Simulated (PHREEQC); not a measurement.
0.1 mol of Zn5(OH)8Cl2 (Zn5(OH)8Cl2) is brought to equilibrium with 1 kg of water, with rising amounts of KF, at 25 °C. Oxygen alone is held at its pressure in air (log pO2 = -0.68). The system is closed to CO2. Solids allowed: Zn5(OH)8Cl2, Zincite(c), ZnF2. Others were left out.

All values are PHREEQC results (ion-association model, wateq4f.dat), not measurements.

**Question.** Predict dissolved Zn (mol/kgw), dissolved Cl (mol/kgw) at KF added (mol) = 0, 0.0208, 0.0417, 0.104.

**Answer.** 
```json
[
 {"KF added (mol)": "0", "dissolved Zn (mol/kgw)": "0.00820", "dissolved Cl (mol/kgw)": "0.0164"},
 {"KF added (mol)": "0.0208", "dissolved Zn (mol/kgw)": "0.00926", "dissolved Cl (mol/kgw)": "0.0185"},
 {"KF added (mol)": "0.0417", "dissolved Zn (mol/kgw)": "0.0101", "dissolved Cl (mol/kgw)": "0.0201"},
 {"KF added (mol)": "0.104", "dissolved Zn (mol/kgw)": "0.0119", "dissolved Cl (mol/kgw)": "0.0238"}
]
```

Species that the database lacks are ignored.
